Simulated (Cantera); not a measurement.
A perfectly stirred reactor is fed with CH4 : O2 : N2 = 0.011 : 0.025 : 1 (molar parts), at 15.0 bar; it is held at 1350 K, and followed from long to short residence time.

Cantera simulation using GRI-Mech 3.0 (53 species, 325 reactions); the numbers are that mechanism's predictions, not measurements. The pressure lies above the range GRI-Mech 3.0 was tuned for (to about 10 atm). The temperature is held fixed by assumption; the heat of reaction is taken as removed at once.

**Question.** What does this change do: pressure from 15.0 bar to 2.30 bar?

**Answer.** 
```csv
quantity,before,after
x(CH4) at τ = 1.70 s,8.26e-6,3.58e-6
x(O2) at τ = 1.70 s,0.00295,0.00292
x(C2H) at τ = 1.70 s,1.08e-12,<1e-12
x(CH2) at τ = 1.70 s,5.77e-10,5.75e-9
x(CH2CO) at τ = 1.70 s,5.24e-8,2.39e-9
x(CH4) at τ = 26.0 ms,0.000266,6.40e-5
x(O2) at τ = 26.0 ms,0.00460,0.00352
x(C2H) at τ = 26.0 ms,1.19e-11,7.71e-12
x(CH2) at τ = 26.0 ms,8.58e-9,1.53e-7
x(CH2CO) at τ = 26.0 ms,4.78e-6,9.41e-8
```
